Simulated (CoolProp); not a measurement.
Properties of R410A along the isobar 26.5 MPa (Tc = 344.5 K, pc = 4.901 MPa, ω = 0.296).

Model: reference Helmholtz-energy equation of state, Lemmon 2003, in CoolProp. It is a pseudo-pure fit of the blend.

```csv
T (K),phase,cv (kJ/(kg K)),speed of sound (m/s),Joule-Thomson coefficient (K/MPa)
221.1,liquid,0.8571,?,-0.3186
260.9,liquid,?,806.4,-0.2598
300.8,liquid,0.8963,665.3,-0.1549
340.6,liquid,0.9334,540.0,0.01448
380.5,supercritical,?,435.9,?
420.3,supercritical,1.014,?,0.6108
460.2,supercritical,1.051,316.5,0.9514
500,supercritical,1.084,?,1.136
```

**Question.** Fill in the missing entries.

**Answer.** 
- 221.1, speed of sound (m/s): 959.8
- 260.9, cv (kJ/(kg K)): 0.8682
- 380.5, cv (kJ/(kg K)): 0.9739
- 380.5, Joule-Thomson coefficient (K/MPa): 0.2691
- 420.3, speed of sound (m/s): 359.8
- 500, speed of sound (m/s): 300.6
